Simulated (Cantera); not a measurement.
**Equilibrium for roasting and sulfation: MgCO3 + SO2 + H2O**

A closed system holds: 1 mol MgCO3, 0.072 mol SO2, a varied amount of H2O, held at 723.15 K and 1330 Pa.

These are equilibrium values from Cantera (NASA tables, ideal gas, pure condensed phases), not measurements of a reactor. Candidate condensed phases: C, C6H6, C7H8, C8H18, H2O, H2SO4, Mg, MgCO3, MgO, Mg(OH)2, MgS, MgSO4, S; 130 gas species. The numbers say what is thermodynamically allowed, not how fast it happens.

From 0.25 mol H2O to 0.86 mol H2O the condensed part is MgO(s). From 1.2 mol H2O to 5.6 mol H2O the condensed part is MgO(s) + MgSO4(s).

```json
[
 {"n(H2O) (mol)": "0.25", "x H2O": "0.189", "x CO2": "0.756", "x SO2": "0.0545", "x H2": "1.88e-6", "x CO": "9.81e-7", "n MgO(s)": "1.000", "n MgSO4(s)": "0"},
 {"n(H2O) (mol)": "0.34", "x H2O": "0.241", "x CO2": "0.708", "x SO2": "0.0510", "x H2": "2.24e-6", "x CO": "8.60e-7", "n MgO(s)": "1.000", "n MgSO4(s)": "0"},
 {"n(H2O) (mol)": "0.46", "x H2O": "0.300", "x CO2": "0.653", "x SO2": "0.0470", "x H2": "2.57e-6", "x CO": "7.30e-7", "n MgO(s)": "1.000", "n MgSO4(s)": "0"},
 {"n(H2O) (mol)": "0.63", "x H2O": "0.370", "x CO2": "0.588", "x SO2": "0.0423", "x H2": "2.85e-6", "x CO": "5.92e-7", "n MgO(s)": "1.000", "n MgSO4(s)": "0"},
 {"n(H2O) (mol)": "0.86", "x H2O": "0.445", "x CO2": "0.518", "x SO2": "0.0373", "x H2": "3.02e-6", "x CO": "4.59e-7", "n MgO(s)": "1.000", "n MgSO4(s)": "0"},
 {"n(H2O) (mol)": "1.2", "x H2O": "0.528", "x CO2": "0.440", "x SO2": "0.0317", "x H2": "3.05e-6", "x CO": "3.32e-7", "n MgO(s)": "1.000", "n MgSO4(s)": "7.79e-6"},
 {"n(H2O) (mol)": "1.6", "x H2O": "0.599", "x CO2": "0.374", "x SO2": "0.0269", "x H2": "2.94e-6", "x CO": "2.40e-7", "n MgO(s)": "1.000", "n MgSO4(s)": "8.57e-6"},
 {"n(H2O) (mol)": "2.2", "x H2O": "0.672", "x CO2": "0.306", "x SO2": "0.0220", "x H2": "2.69e-6", "x CO": "1.60e-7", "n MgO(s)": "1.000", "n MgSO4(s)": "9.38e-6"},
 {"n(H2O) (mol)": "3", "x H2O": "0.737", "x CO2": "0.246", "x SO2": "0.0177", "x H2": "2.37e-6", "x CO": "1.03e-7", "n MgO(s)": "1.000", "n MgSO4(s)": "1.01e-5"},
 {"n(H2O) (mol)": "4.1", "x H2O": "0.793", "x CO2": "0.193", "x SO2": "0.0139", "x H2": "2.01e-6", "x CO": "6.41e-8", "n MgO(s)": "1.000", "n MgSO4(s)": "1.07e-5"},
 {"n(H2O) (mol)": "5.6", "x H2O": "0.839", "x CO2": "0.150", "x SO2": "0.0108", "x H2": "1.65e-6", "x CO": "3.85e-8", "n MgO(s)": "1.000", "n MgSO4(s)": "1.13e-5"}
]
```
x: gas mole fraction; n: condensed amount in mol.
